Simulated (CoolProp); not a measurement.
Vapour-liquid equilibrium of CH2F2 (R32) (1) + R1234ze(E) (2) at 234.5 K; x and y are mole fractions of (1).

Computed with CoolProp (multi-fluid Helmholtz-energy mixture model, Tillner-Roth 1997 and Thol 2016; pair parameters Bell 2023).

```
x      bubble pressure (MPa)  y at the bubble point  dew pressure at overall composition x (MPa)  liquid density (mol/L)
-----  ---------------------  ---------------------  -------------------------------------------  ----------------------
0.05                 0.04974                  0.241                                      0.04124                   12.09
0.125                0.06437                  0.454                                      0.04421                   12.55
0.2                  0.07803                  0.583                                      0.04763                   13.05
0.275                0.09070                  0.669                                      0.05161                   13.58
0.35                  0.1024                  0.732                                      0.05630                   14.16
0.425                 0.1133                  0.780                                      0.06189                   14.80
0.5                   0.1236                  0.819                                      0.06868                   15.49
0.575                 0.1334                  0.852                                      0.07705                   16.26
0.65                  0.1429                  0.882                                      0.08757                   17.11
0.725                 0.1524                  0.909                                       0.1010                   18.05
0.8                   0.1619                  0.935                                       0.1185                   19.10
0.875                 0.1717                  0.960                                       0.1407                   20.28
0.95                  0.1817                  0.984                                       0.1679                   21.62
```

No azeotrope shows between x = 0.05 and 0.95.

The pair parameters rest on a limited set of measurements; away from them the model extrapolates.
